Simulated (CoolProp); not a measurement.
Vapour-liquid equilibrium of carbon dioxide (1) + CH2F2 (R32) (2) at 0.88 MPa; x and y are mole fractions of (1).

Model: multi-fluid Helmholtz-energy mixture model, Span 1996 and Tillner-Roth 1997; pair parameters Bell 2016, in CoolProp.

```csv
x,bubble temperature (K),y at the bubble point,dew temperature at overall composition x (K),liquid density (mol/L)
0.05,?,0.157,274.2,20.47
0.125,265.0,0.349,272.1,20.97
0.2,259.6,0.495,269.8,21.43
0.275,254.9,0.606,?,21.87
0.35,250.8,0.691,264.9,22.29
0.425,247.2,0.758,262.3,22.69
0.5,244.1,?,259.4,23.08
0.575,241.3,0.853,256.3,23.46
0.65,238.8,0.888,252.8,23.84
0.725,236.5,0.918,249.0,24.22
0.8,234.5,0.944,244.7,?
0.875,232.6,0.967,239.8,25.00
0.95,230.8,0.987,234.0,25.40
```

Problem. Fill in the missing entries.

Solution. 
- 0.05, bubble temperature (K): 271.1
- 0.275, dew temperature at overall composition x (K): 267.5
- 0.5, y at the bubble point: 0.810
- 0.8, liquid density (mol/L): 24.60

No azeotrope shows between x = 0.05 and 0.95.

Pair parameters are fitted to limited data, so mixtures are less certain than the pure fluids.
